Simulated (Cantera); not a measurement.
Feed: 1 mol SiC, 0.054 mol CO2, 13 mol H2, equilibrated at 0.0100 bar.

Method: chemical equilibrium by Gibbs-energy minimisation in Cantera with the NASA 1993 tables (ideal gas, pure condensed phases). Candidate condensed phases: C, C6H6, C7H8, C8H18, H2O, Si, SiC, SiO2; 123 gas species. Rates play no part. All values below are at 1252 °C.

Base state: H2 0.992, CO 0.00618, SiO 0.00206, H 0.000236 (mole fractions); condensed: SiC(s).

### Question
What changes in the equilibrium state with this change: 0.24 mol O2 added?

### Answer
```csv
species,before,after
H2,0.992,0.956
CO,0.00618,0.0236
SiO,0.00206,0.0196
H,0.000236,0.000231
"SiC(s), mol",0.973,0.733
```
